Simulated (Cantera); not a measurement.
# Equilibrium for silicon oxide and oxynitride deposition: TEOS + CO₂ + H₂ + O₃

Input: 1 mol TEOS, 4.4 mol CO₂, 54 mol H₂, a varied amount of O₃, at 1600 °C and 10.0 mbar.

Method: chemical equilibrium by Gibbs-energy minimisation in Cantera with the NASA 1993 tables (ideal gas, pure condensed phases). Candidate condensed phases: C, C₆H₆, C₇H₈, C₈H₁₈, H₂O, Si, SiC, SiO₂; 123 gas species. The feed counts by its element totals alone. The tables hold silica as quartz up to 1696 K and as liquid above; real silica turns to tridymite and cristobalite and melts near 1996 K. Rates play no part.

```tsv
n(O₃) (mol)	x H₂	x H₂O	x CO	x SiO	x CO₂	x H	n SiO₂(condensed)
0.61	0.806	0.0151	0.159	0.0129	0.000726	0.00580	0
1.4	0.777	0.0442	0.158	0.0129	0.00218	0.00570	0
2.2	0.754	0.0703	0.157	0.00925	0.00356	0.00561	0.285
3	0.730	0.0973	0.156	0.00646	0.00506	0.00552	0.501
3.8	0.703	0.125	0.154	0.00484	0.00670	0.00542	0.628
4.6	0.676	0.154	0.153	0.00378	0.00847	0.00531	0.709
5.4	0.648	0.183	0.151	0.00306	0.0104	0.00520	0.765
6.2	0.619	0.211	0.149	0.00253	0.0124	0.00509	0.806
```
x: gas mole fraction; n: condensed amount in mol.

From 0.61 mol O₃ to 1.4 mol O₃ nothing is condensed. From 2.2 mol O₃ to 6.2 mol O₃ the condensed part is SiO₂(condensed). The main Si-bearing gas is SiO throughout.
